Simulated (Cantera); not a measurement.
An isothermal, constant-pressure homogeneous reactor starts with 42.1 % CH₄, 57.9 % N₂, at 1998 K and 0.987 atm.

Detailed kinetics in Cantera: GRI-Mech 3.0 (53 species, 325 reactions). GRI-Mech 3.0 stops at C3 and has no aromatics, soot or wall deposition, so with more carbon than oxygen in the feed, carbon stays in small species such as C2H2 where larger ones or solid carbon would form.

Predict: x(CH₄) at 100 s; x(C₂H₄) at 100 s; x(H) at 100 s; x(C₂H) at 100 s; x(CH₃) at 100 s; x(C₂H₆) at 100 s; x(C₂H₂) at 100 s.


```
Quantity                                             Result
----------------  -----------------------------------------
x(CH₄) at 100 s     0.00169 (gas-phase equilibrium 0.00134)
x(C₂H₄) at 100 s  0.000419 (gas-phase equilibrium 0.000262)
x(H) at 100 s       0.00107 (gas-phase equilibrium 0.00107)
x(C₂H) at 100 s     6.32e-6 (gas-phase equilibrium 3.95e-6)
x(CH₃) at 100 s     8.10e-5 (gas-phase equilibrium 6.42e-5)
x(C₂H₆) at 100 s    9.41e-8 (gas-phase equilibrium 5.90e-8)
x(C₂H₂) at 100 s       0.140 (gas-phase equilibrium 0.0875)
```
